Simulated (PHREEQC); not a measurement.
0.1 mol of Fluorite (CaF2) is brought to equilibrium with 1 kg of water holding 3 mmol/kgw NaCl, at 65 °C, the pH being set by adding NaOH or HCl. O2 is buffered at 0.21 atm. CO2 from the air is kept out. Only these solids could form: Fluorite.

Model: ion-association model, phreeqc.dat, run in PHREEQC.

Question: Predict HF (mol/kgw) at pH = 5.75, 6.5.

Answer: 
```
pH    HF (mol/kgw)
----  ------------
5.75       2.92e-6
6.5        5.20e-7
```

Constants without temperature data keep their 25 °C values here.
